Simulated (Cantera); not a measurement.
Feed: 1 mol H2O, 1.1 mol O2, equilibrated at 300 Torr.

Equilibrium computed with Cantera from the NASA thermochemical tables; the gas is ideal and each condensed phase is pure. Candidate condensed phases: H2O; 9 gas species. Kinetics and transport are ignored.

x: gas mole fraction; nothing condenses.

| T (K) | x O2 | x H2O | x O | x OH | x H | x H2 |
|---|---|---|---|---|---|---|
| 2323 | 0.509 | 0.454 | 0.00640 | 0.0267 | 0.000840 | 0.00238 |
| 2398 | 0.504 | 0.447 | … | … | … | … |
| 2473 | 0.497 | 0.437 | 0.0141 | 0.0433 | 0.00252 | 0.00511 |
| 2548 | 0.489 | 0.426 | 0.0202 | 0.0537 | 0.00415 | 0.00719 |
| 2623 | 0.479 | 0.411 | 0.0283 | 0.0653 | 0.00661 | 0.00986 |
| 2698 | 0.466 | 0.394 | 0.0387 | 0.0781 | 0.0102 | 0.0132 |
| 2773 | 0.451 | 0.373 | 0.0518 | 0.0916 | 0.0154 | 0.0172 |
| 2848 | 0.434 | 0.348 | … | … | … | … |
| 2923 | 0.413 | 0.320 | 0.0878 | 0.119 | 0.0322 | 0.0271 |
| 2998 | 0.390 | 0.289 | 0.111 | 0.132 | 0.0448 | 0.0326 |
| 3073 | 0.365 | 0.256 | 0.138 | 0.143 | 0.0607 | 0.0381 |
| 3148 | 0.337 | 0.220 | 0.169 | 0.151 | 0.0801 | 0.0433 |

Task: Complete the blanks.

Result: 
- 2848, x O: 0.0681
- 2848, x OH: 0.106
- 2848, x H: 0.0226
- 2848, x H2: 0.0219
- 2398, x O: 0.00963
- 2398, x OH: 0.0343
- 2398, x H: 0.00148
- 2398, x H2: 0.00354
